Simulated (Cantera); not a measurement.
Charge: 1 mol SiH2Cl2, a varied amount of O2, 2.2 mol N2, held at 1798 K and 2500 Pa.

Method: chemical equilibrium by Gibbs-energy minimisation in Cantera with the NASA 1993 tables (ideal gas, pure condensed phases). Candidate condensed phases: H2O, NH4Cl, Si, SiO2, Si2N2O, Si3N4; 47 gas species. The tables' values for SiCl3, SiCl are old estimates; treat these amounts as uncertain. The tables hold silica as quartz up to 1696 K and as liquid above; real silica turns to tridymite and cristobalite and melts near 1996 K. Equilibrium is a limit: real reactors are often held back by kinetics, nucleation or transport.

x: gas mole fraction; n: condensed amount in mol.

```csv
n(O2) (mol),x O2,x N2,x HCl,x H2,x SiCl2,x SiO,x Cl,x H2O,n Si2N2O(s),n SiO2(condensed)
0.17,<1e-12,0.485,0.189,0.135,0.126,0.0583,0.000877,1.59e-6,0.0860,0
0.3,<1e-12,0.459,0.243,0.0870,0.0777,0.125,0.00140,9.17e-6,0,0
0.55,<1e-12,0.467,0.335,0.0446,0.0349,0.110,0.00270,3.41e-5,0,0.290
1,[?],[?],[?],[?],[?],[?],[?],[?],0,0.997
1.9,0.149,0.421,0.297,3.71e-5,1.45e-11,7.30e-8,0.0832,0.0429,0,1.000
3.4,[?],[?],[?],[?],[?],[?],0.0773,[?],0,1.000
6.2,0.526,0.229,0.144,1.49e-5,2.40e-12,3.89e-8,0.0635,0.0322,0,1.000
```

Task: Some entries are withheld; supply them.

Result: 
- 3.4, x O2: 0.334
- 3.4, x N2: 0.325
- 3.4, x HCl: 0.217
- 3.4, x H2: 2.29e-5
- 3.4, x SiCl2: 5.59e-12
- 3.4, x SiO: 4.88e-8
- 3.4, x H2O: 0.0396
- 1, x O2: 2.14e-9
- 1, x N2: 0.521
- 1, x HCl: 0.462
- 1, x H2: 0.00493
- 1, x SiCl2: 1.84e-5
- 1, x SiO: 0.000610
- 1, x Cl: 0.0112
- 1, x H2O: 0.000682
